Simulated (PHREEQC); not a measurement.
Solution (25 °C): 2.1 mmol/kgw Li2CO3. Closed to the air; pH follows from the charge balance.

Equilibrium calculation in PHREEQC: ion-association model, phreeqc.dat.

```
quantity                   before    after
------------------------  -------  -------
pH                          10.69    11.29
ionic strength (mol/kgw)  0.00576  0.00210
```

Question: What was changed between the two runs?
A. 6.7e-05 mol/kgw NaCl added
B. 5.5e-05 mol/kgw H3BO3 added
C. Li2CO3 replaced by (NH4)2CO3 at the same molality
D. Li2CO3 from 0.0021 to 0.0105 mol/kgw
E. Li2CO3 replaced by LiOH at the same molality

Answer: E, Li2CO3 replaced by LiOH at the same molality

No solid was allowed to form.
